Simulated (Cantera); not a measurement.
Charge: 1 mol Si₃N₄, 0.0012 mol H₂O, 3.2 mol H₂, equilibrated at 1523.15 K and 21.8 Torr.

Method: chemical equilibrium by Gibbs-energy minimisation in Cantera with the NASA 1993 tables (ideal gas, pure condensed phases). Candidate condensed phases: H₂O, Si, SiO₂, Si₂N₂O, Si₃N₄; 35 gas species. Mutual solubility and eutectic melting of coexisting phases are not modelled. Rates play no part.

Base state: H₂ 0.997, N₂ 0.00256, H 0.000136, SiO 5.19e-5 (mole fractions); condensed: Si(s) + Si₂N₂O(s) + Si₃N₄(s).

Task: What changes in the equilibrium state with this change: pressure from 21.8 Torr to 1.05 Torr?

Result: 
| species | before | after |
|---|---|---|
| H₂ | 0.997 | 0.946 |
| N₂ | 0.00256 | 0.0530 |
| H | 0.000136 | 0.000602 |
| SiO | 5.19e-5 | 0.000355 |
| Si | 6.24e-7 | 1.29e-5 |
| Si(s), mol | 0.0116 | 0.268 |
| Si₂N₂O(s), mol | 0.00103 | 0 |
| Si₃N₄(s), mol | 0.995 | 0.910 |
